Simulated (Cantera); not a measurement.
Equilibrium for silicon epitaxy and polysilicon growth: SiHCl₃ + Cl₂ + H₂

A closed system holds: 1 mol SiHCl₃, 0.11 mol Cl₂, 130 mol H₂, held at 1 atm.

These are equilibrium values from Cantera (NASA tables, ideal gas, pure condensed phases), not measurements of a reactor. Candidate condensed phases: Si; 19 gas species. The tables' values for SiCl₃ are old estimates; treat these amounts as uncertain. Equilibrium is a limit: real reactors are often held back by kinetics, nucleation or transport.

```tsv
T (K)	x H₂	x HCl	x SiHCl₃	x SiCl₄	n Si(s)
850	0.992	0.00107	0.00399	0.00260	0.0622
925	0.991	0.00239	0.00371	0.00246	0.112
1000	0.989	0.00461	0.00329	0.00217	0.196
1075	0.987	0.00784	0.00271	0.00173	0.317
1150	0.984	0.0118	0.00197	0.00117	0.463
1225	0.981	0.0158	0.00120	0.000620	0.605
1300	0.979	0.0187	0.000599	0.000251	0.707
1375	0.978	0.0202	0.000260	8.40e-5	0.759
1450	0.978	0.0208	0.000109	2.69e-5	0.778
1525	0.977	0.0210	4.75e-5	9.01e-6	0.782
```
x: gas mole fraction; n: condensed amount in mol.

From 850 K to 1525 K the condensed part is Si(s). The main Si-bearing gas is SiHCl₃ at 850 K and SiCl₂ at 1525 K. The share of Si in condensed phases is highest at 1525 K (78.2 %) and lowest at 850 K (6.2 %).
